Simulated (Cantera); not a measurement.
Diamond growth

A diamond (100) surface in a fixed gas of H2 with x(CH4) = 0.0095, x(H) = 0.0022, x(CH3) = 2.7e-05, at 1248 K; coverages are run to steady state.

Computed with Cantera and the Harris–Goodwin 1993 mechanism for the reconstructed diamond (100) surface.

```csv
P (Pa),growth (µm/h),θ c6HH,θ c6H*,θ c6*H,θ c6**,θ c6HM
500,0.0113,0.423,0.0429,0.502,0.0318,1.68e-5
780,0.0194,0.423,0.0429,0.502,0.0318,2.66e-5
1200,0.0328,0.423,0.0429,0.502,0.0318,4.12e-5
1900,0.0582,0.423,0.0429,0.502,0.0318,6.52e-5
2900,0.101,0.423,0.0429,0.502,0.0318,9.87e-5
4400,0.178,0.423,0.0429,0.502,0.0318,0.000147
6900,0.339,0.423,0.0429,0.501,0.0318,0.000224
11000,0.685,0.423,0.0429,0.501,0.0318,0.000340
```
θ: site fractions in the mechanism's names (c6HH fully hydrogenated, c6H* and c6*H radical sites, c6** diradical, c6HM methylated).
